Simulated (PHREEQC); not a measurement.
## Acid mine or pickling water: speciation

A made-up water analysis in mg/L, 25 °C, pH 3.89, pe 12.3: Na 432; K 492; Ca 234; Mg 43.2; Cl 386; S(6) as SO4 1790; Cu(2) 11.2; Zn 0.588; Al 2.23; Pb 1.89; B 0.76; Si as SiO2 7.44.

Valence states are taken as typed.

Model: ion-association model, wateq4f.dat, run in PHREEQC.

The ionic strength is 0.0603 mol/kgw and the total alkalinity is -0.252 meq/kg. The charge-balance error is -0.8 %.

| species | molality | activity | log γ |
|---|---|---|---|
| Na+ | 0.0183 | 0.0149 | -0.090 |
| SO4-2 | 0.0145 | 0.00634 | -0.359 |
| K+ | 0.0121 | 0.00968 | -0.097 |
| Cl- | 0.0109 | 0.00874 | -0.097 |
| Ca+2 | 0.00375 | 0.00169 | -0.347 |
| CaSO4 | 0.00211 | 0.00214 | 0.006 |
| Mg+2 | 0.00106 | 0.000491 | -0.335 |
| MgSO4 | 0.000720 | 0.000731 | 0.006 |
| NaSO4- | 0.000577 | 0.000472 | -0.087 |
| KSO4- | 0.000527 | 0.000431 | -0.087 |
| H+ | 0.000152 | 0.000129 | -0.073 |
| H4SiO4 | 0.000124 | 0.000126 | 0.006 |
| Cu+2 | 0.000111 | 5.08e-5 | -0.338 |

Precipitation was switched off in this run. Examples of supersaturated solids here: Quartz (slow to form). Others may be too. Complexes and solids missing from the database can't appear.
